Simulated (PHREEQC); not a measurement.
Dissolve 7.9 mmol/kgw Cu(NO3)2 at 35 °C. It is in equilibrium with CO2 at log p = -2 (atm). Otherwise closed; pH follows from the charge balance.

The numbers come from PHREEQC with the ion-association model, wateq4f.dat.

Each row changes one thing in this solution. This is a speciation only: nothing precipitates in the calculation.

```json
[
 {"case": "as made", "pH": "4.56", "ionic strength (mol/kgw)": "0.0237", "CO2 (mol/kgw)": "0.000264", "HCO3- (mol/kgw)": "5.43e-6"},
 {"case": "temperature from 35 to 70 °C", "pH": "4.28", "ionic strength (mol/kgw)": "0.0237", "CO2 (mol/kgw)": "0.000142", "HCO3- (mol/kgw)": "1.55e-6"},
 {"case": "0.0058 mol/kgw LiOH added", "pH": "6.31", "ionic strength (mol/kgw)": "0.0211", "CO2 (mol/kgw)": "0.000264", "HCO3- (mol/kgw)": "0.000301"},
 {"case": "Cu(NO3)2 from 0.0079 to 0.0395 mol/kgw", "pH": "4.24", "ionic strength (mol/kgw)": "0.118", "CO2 (mol/kgw)": "0.000258", "HCO3- (mol/kgw)": "…"},
 {"case": "Cu(NO3)2 from 0.0079 to 0.00869 mol/kgw", "pH": "4.54", "ionic strength (mol/kgw)": "0.0261", "CO2 (mol/kgw)": "0.000264", "HCO3- (mol/kgw)": "5.24e-6"},
 {"case": "Cu(NO3)2 from 0.0079 to 0.00711 mol/kgw", "pH": "4.58", "ionic strength (mol/kgw)": "0.0213", "CO2 (mol/kgw)": "0.000264", "HCO3- (mol/kgw)": "5.64e-6"},
 {"case": "Cu(NO3)2 from 0.0079 to 0.079 mol/kgw", "pH": "4.09", "ionic strength (mol/kgw)": "…", "CO2 (mol/kgw)": "0.000251", "HCO3- (mol/kgw)": "…"},
 {"case": "Cu(NO3)2 replaced by LiNO3 at the same molality", "pH": "4.94", "ionic strength (mol/kgw)": "0.00791", "CO2 (mol/kgw)": "0.000265", "HCO3- (mol/kgw)": "1.24e-5"},
 {"case": "Cu(NO3)2 from 0.0079 to 0.00395 mol/kgw", "pH": "4.68", "ionic strength (mol/kgw)": "…", "CO2 (mol/kgw)": "0.000264", "HCO3- (mol/kgw)": "6.89e-6"}
]
```

Question: Complete the blanks.

Answer: 
- Cu(NO3)2 from 0.0079 to 0.0395 mol/kgw, HCO3- (mol/kgw): 2.88e-6
- Cu(NO3)2 from 0.0079 to 0.079 mol/kgw, ionic strength (mol/kgw): 0.237
- Cu(NO3)2 from 0.0079 to 0.079 mol/kgw, HCO3- (mol/kgw): 2.19e-6
- Cu(NO3)2 from 0.0079 to 0.00395 mol/kgw, ionic strength (mol/kgw): 0.0118

Some of these states are supersaturated (in Malachite, Cu(OH)2, for instance). Constants without temperature data keep their 25 °C values here.
